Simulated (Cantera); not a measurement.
## Equilibrium for aluminium nitride and oxide growth: Al + O₂ + N₂

Charge: 1 mol Al, 11 mol O₂, 180 mol N₂, equilibrated at 1998.15 K and 0.540 Torr.

These are equilibrium values from Cantera (NASA tables, ideal gas, pure condensed phases), not measurements of a reactor. Candidate condensed phases: Al, AlN, Al₂O₃; 16 gas species. Kinetics and transport are ignored.

```json
{
 "x(N₂)": "0.942",
 "x(O₂)": "0.0490",
 "x(O)": "0.00544",
 "x(NO)": "0.00402",
 "n(Al₂O₃(s))": "0.500 mol",
 "gas_amount": "190.8 mol",
 "log10 activity of Al(l) (absent)": "-10.18"
}
```
